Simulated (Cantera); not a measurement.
A closed system holds: 1 mol FeS2, 2300 mol H2, 0.58 mol N2, held at 34.5 Torr.

These are equilibrium values from Cantera (NASA tables, ideal gas, pure condensed phases), not measurements of a reactor. Candidate condensed phases: Fe, FeS, FeS2, S; 16 gas species. Rates play no part.

Q: Which condensed phases are stable at each of these points (T (K)): 973, 1073, 1173, 1273, 1373, 1473, 1573, 1673, 1773, 1873, 1973?

A: 
```tsv
T (K)	condensed phases	Fe condensed (%)
973	Fe(α)	100.0
1073	Fe(α)	100.0
1173	Fe(α)	100.0
1273	Fe(γ)	100.0
1373	Fe(γ)	100.0
1473	Fe(γ)	99.6
1573	Fe(γ)	96.7
1673	Fe(δ)	79.9
1773	Fe(δ)	1.0
1873	gas only	0.0
1973	gas only	0.0
```

From 973 K to 1173 K the condensed part is Fe(α). From 1273 K to 1573 K the condensed part is Fe(γ). From 1673 K to 1773 K the condensed part is Fe(δ). From 1873 K to 1973 K nothing is condensed.
